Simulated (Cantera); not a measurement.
**Low-pressure radical oxidation in H2/O2**

An isothermal, constant-pressure homogeneous reactor starts with 27.0 % H₂, 73.0 % O₂, at 1098 K and 5.48 Torr.

Computed with Cantera and the H2/O2 subset of GRI-Mech 3.0, which has no nitrogen chemistry. Radical loss at walls, strong at low pressure, is not modelled. The temperature is held fixed by assumption; the heat of reaction is taken as removed at once.

| t (s) | x H₂ | x O₂ | x HO₂ | x OH | x H₂O | x O |
|---|---|---|---|---|---|---|
| 2.00e-5 | 0.270 | 0.730 | 2.40e-10 | 1.11e-11 | 2.95e-12 | 1.27e-11 |
| 4.92e-5 | 0.270 | 0.730 | 5.91e-10 | 5.24e-11 | 3.61e-11 | 7.01e-11 |
| 0.000121 | 0.270 | 0.730 | 1.46e-9 | 2.21e-10 | 3.89e-10 | 3.69e-10 |
| 0.000298 | 0.270 | 0.730 | 3.59e-9 | 1.11e-9 | 4.36e-9 | 2.18e-9 |
| 0.000734 | 0.270 | 0.730 | 9.06e-9 | 1.54e-8 | 9.73e-8 | 3.18e-8 |
| 0.00181 | 0.270 | 0.730 | 1.22e-7 | 5.79e-6 | 3.97e-5 | 1.20e-5 |
| 0.00445 | 0.0242 | 0.607 | 6.36e-6 | 0.00947 | 0.186 | 0.0592 |
| 0.0110 | 0.0121 | 0.619 | 7.15e-6 | 0.00752 | 0.227 | 0.0551 |
| 0.0270 | 0.00699 | 0.655 | 8.09e-6 | 0.00582 | 0.275 | 0.0280 |
| 0.0664 | 0.00162 | 0.681 | 6.88e-6 | 0.00277 | 0.306 | 0.00607 |
| 0.163 | 0.000194 | 0.687 | 2.89e-6 | 0.000944 | 0.311 | 0.000719 |
| 0.402 | 2.71e-5 | 0.688 | 7.19e-7 | 0.000358 | 0.312 | 0.000103 |
| 0.990 | 5.48e-6 | 0.688 | 1.83e-7 | 0.000164 | 0.312 | 2.15e-5 |
| 2.44 | 1.45e-6 | 0.688 | 5.47e-8 | 8.54e-5 | 0.312 | 5.85e-6 |
| 6.00 | 4.53e-7 | 0.688 | 1.87e-8 | 4.81e-5 | 0.312 | 1.86e-6 |
x: mole fraction; the columns are a selection and need not sum to one.

Equilibrium at this temperature and pressure: H₂ 5.56e-9, O₂ 0.688, HO₂ 4.88e-9, OH 5.37e-6, H₂O 0.312, O 2.32e-8 (gas phase only).
